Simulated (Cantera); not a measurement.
Feed: 1 mol SiH2Cl2, 0.22 mol N2, equilibrated at 1925 K and 0.00990 bar.

These are equilibrium values from Cantera (NASA tables, ideal gas, pure condensed phases), not measurements of a reactor. Candidate condensed phases: NH4Cl, Si, Si3N4; 28 gas species. The tables' values for SiCl3, SiCl, SiN are old estimates; treat these amounts as uncertain. Gases not in the tables: Si2H6 and higher silanes. Rates play no part.

Base state: H2 0.341, SiCl2 0.335, HCl 0.209, N2 0.0985, H 0.00561, SiCl3 0.00361, SiCl 0.00271, Cl 0.00258 (mole fractions); condensed: Si(l).

Question: What changes in the equilibrium state with this change: temperature from 1925 K to 2075 K?

Answer: 
```
species      before     after
----------  -------  --------
H2            0.341     0.323
SiCl2         0.335     0.320
HCl           0.209     0.217
H           0.00561    0.0152
Si          0.00176    0.0103
N2           0.0985    0.0965
Si2         1.51e-5  0.000127
Si3         3.36e-6   2.62e-5
SiN         1.72e-5   6.97e-5
Si(l), mol    0.233     0.223
```
The tables' values for SiCl, SiCl3, SiN are old estimates; treat these amounts as uncertain.
